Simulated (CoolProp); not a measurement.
n-octane along the isotherm 434.3 K: density (kg/m³) from the reference equation and from simpler models built on Tc = 568.7 K, pc = 2484 kPa, ω = 0.398; each cubic takes its own stable root.

Computed with CoolProp (reference Helmholtz-energy equation of state, Beckmüller 2019).

```json
[
 {"p (kPa)": "3.93", "phase": "gas", "reference": "0.1245"},
 {"p (kPa)": "6.11", "phase": "gas", "reference": "0.1937"},
 {"p (kPa)": "9.52", "phase": "gas", "reference": "0.3023"},
 {"p (kPa)": "14.8", "phase": "gas", "reference": "0.4709"},
 {"p (kPa)": "23.1", "phase": "gas", "reference": "0.7373"},
 {"p (kPa)": "35.9", "phase": "gas", "reference": "1.152"},
 {"p (kPa)": "56", "phase": "gas", "reference": "1.811"},
 {"p (kPa)": "87.1", "phase": "gas", "reference": "2.853"},
 {"p (kPa)": "136", "phase": "gas", "reference": "4.551"},
 {"p (kPa)": "211", "phase": "gas", "reference": "7.317"},
 {"p (kPa)": "329", "phase": "liquid", "reference": "575.8"},
 {"p (kPa)": "512", "phase": "liquid", "reference": "576.3"},
 {"p (kPa)": "798", "phase": "liquid", "reference": "577.2"},
 {"p (kPa)": "1240", "phase": "liquid", "reference": "578.4"}
]
```

Problem. How far does each simpler model (van der Waals, Redlich-Kwong, Peng-Robinson) lie from the reference over these 14 states: mean and median of the absolute difference, and the worst?

Solution. 
- van der Waals: mean 20.9 %, median 1.2 %, worst -98.0 % at 434.3 K and 329 kPa
- Redlich-Kwong: mean 11.7 %, median 0.7 %, worst -98.0 % at 434.3 K and 329 kPa
- Peng-Robinson: mean 0.9 %, median 0.2 %, worst -2.7 % at 434.3 K and 329 kPa

At some of these states van der Waals, Redlich-Kwong gives the other phase, because its saturation line lies elsewhere.
